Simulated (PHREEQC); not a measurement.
A solution holds 0.0095 mol/kgw TMAH, 0.055 mol/kgw H3BO3, 0.00024 mol/kgw K2CO3 and 0.025 mol/kgw H3PO4, at 25 °C. Closed to the air; pH follows from the charge balance.

Equilibrium calculation in PHREEQC: ion-association model, phreeqc.dat.

Precipitation was switched off in this run.

### Question
Estimate the pH, ionic strength.

### Answer
pH 2.32; ionic strength 0.0154 mol/kgw.

### Question
In which forms is P present?

### Answer
H2PO4- 61 %, H3PO4 39 % of the P.

(CH3)4N+ isn't in the database: it is added as a free cation with an ion size of 4 Å.
